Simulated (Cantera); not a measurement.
Input: 1 mol Fe2O3, 54 mol H2, 2.9 mol H2O, equilibrated at 0.000520 bar.

Cantera equilibrium calculation (NASA polynomials, part measured and part estimated; ideal gas, pure solids and liquids). Candidate condensed phases: Fe, FeO, Fe(OH)2, Fe(OH)3, Fe2O3, Fe3O4, H2O; 12 gas species. The numbers say what is thermodynamically allowed, not how fast it happens.

Task: Which condensed phases are stable at each of these points (T (K)): 1525, 1550, 1575, 1600, 1625, 1650, 1675, 1700, 1725, 1750, 1775, 1800, 1825?

Result: 
| T (K) | condensed phases | Fe condensed (%) |
|---|---|---|
| 1525 | Fe(γ) | 98.6 |
| 1550 | Fe(γ) | 97.7 |
| 1575 | Fe(γ) | 96.2 |
| 1600 | Fe(γ) | 94.0 |
| 1625 | Fe(γ) | 90.5 |
| 1650 | Fe(γ) | 85.1 |
| 1675 | Fe(δ) | 77.0 |
| 1700 | Fe(δ) | 65.0 |
| 1725 | Fe(δ) | 47.2 |
| 1750 | Fe(δ) | 21.2 |
| 1775 | gas only | 0.0 |
| 1800 | gas only | 0.0 |
| 1825 | gas only | 0.0 |

From 1525 K to 1650 K the condensed part is Fe(γ). From 1675 K to 1750 K the condensed part is Fe(δ). From 1775 K to 1825 K nothing is condensed.
